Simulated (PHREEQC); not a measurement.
Solution (25 °C): 0.053 mol H3PO4 and 0.025 mol K2HPO4 per kg of water. It is in equilibrium with CO2 at log p = -3.5 (atm). Otherwise closed; pH follows from the charge balance.

Equilibrium calculation in PHREEQC: ion-association model, phreeqc.dat.

```json
[
 {"quantity": "pH", "before": "2.44", "after": "3.67"},
 {"quantity": "HCO3- (mol/kgw)", "before": "1.59e-9", "after": "2.73e-8"}
]
```

**Question.** Name the change that produced these shifts.
(A) K2HPO4 from 0.025 to 0.0225 mol/kgw
(B) H3PO4 from 0.053 to 0.0265 mol/kgw
(C) temperature from 25 to 65 °C
(D) K2HPO4 left out
(E) H3PO4 from 0.053 to 0.0477 mol/kgw

**Answer.** B, H3PO4 from 0.053 to 0.0265 mol/kgw

This is a speciation only: nothing precipitates in the calculation.
